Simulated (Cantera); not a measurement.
## Abatement and gas-phase synthesis: N2O + O2 + H2

Feed: 1 mol N2O, 0.66 mol O2, 15 mol H2, held at 6.40 bar.

These are equilibrium values from Cantera (NASA tables, ideal gas, pure condensed phases), not measurements of a reactor. Candidate condensed phases: H2O; 47 gas species. Ions and electrons are included (thermal ionisation). The numbers say what is thermodynamically allowed, not how fast it happens.

```csv
T (°C),log p H,log p H2,log p H2O,log p N2,log p O,log p OH
1727,-2.44,0.70,-0.03,-0.40,-7.45,-4.17
1977,-1.78,0.70,-0.03,-0.40,-5.98,-3.34
2227,-1.25,0.70,-0.04,-0.40,-4.80,-2.67
2477,-0.82,0.69,-0.04,-0.40,-3.83,-2.12
2727,-0.46,0.68,-0.06,-0.41,-3.03,-1.68
2977,-0.17,0.65,-0.09,-0.42,-2.35,-1.31
3227,0.07,0.60,-0.15,-0.45,-1.78,-1.02
3477,0.27,0.54,-0.26,-0.48,-1.31,-0.80
3727,0.42,0.44,-0.44,-0.53,-0.96,-0.69
3977,0.54,0.31,-0.71,-0.58,-0.71,-0.67
4227,0.62,0.16,-1.06,-0.63,-0.55,-0.75
4477,0.67,-0.02,-1.46,-0.67,-0.47,-0.89
4727,0.70,-0.21,-1.88,-0.70,-0.42,-1.06
```
log p: log10 of the partial pressure in bar; nothing condenses.

From 1727 °C to 4727 °C nothing is condensed.
